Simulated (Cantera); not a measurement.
A closed system holds: 1 mol SiO2, 0.87 mol CO, 5.2 mol CH4, at 1650 °C and 1 atm.

Method: chemical equilibrium by Gibbs-energy minimisation in Cantera with the NASA 1993 tables (ideal gas, pure condensed phases). Candidate condensed phases: C, C6H6, C7H8, C8H18, H2O, Si, SiC, SiO2; 123 gas species. Equilibrium is a limit: real reactors are often held back by kinetics, nucleation or transport.

Base state: H2 0.782, CO 0.215, SiO 0.00166, H 0.000829, C2H2 (acetylene) 0.000353, CH4 0.000326, H2O 2.74e-5 (mole fractions); condensed: C(graphite) + SiC(s).

### Question
What changes in the equilibrium state with this change: CH4 from 5.2 to 0.52 mol?

### Answer
```csv
species,before,after
CO,0.215,0.515
H2,0.782,0.422
SiO,0.00166,0.0615
C2H2 (acetylene),0.000353,1.24e-5
CO2,1.75e-6,3.96e-5
"C(graphite), mol",2.23,0
"SiC(s), mol",0.978,0.123
"SiO2(condensed), mol",0,0.726
```
Mutual solubility and eutectic melting of coexisting phases are not modelled. The tables hold silica as quartz up to 1696 K and as liquid above; real silica turns to tridymite and cristobalite and melts near 1996 K.
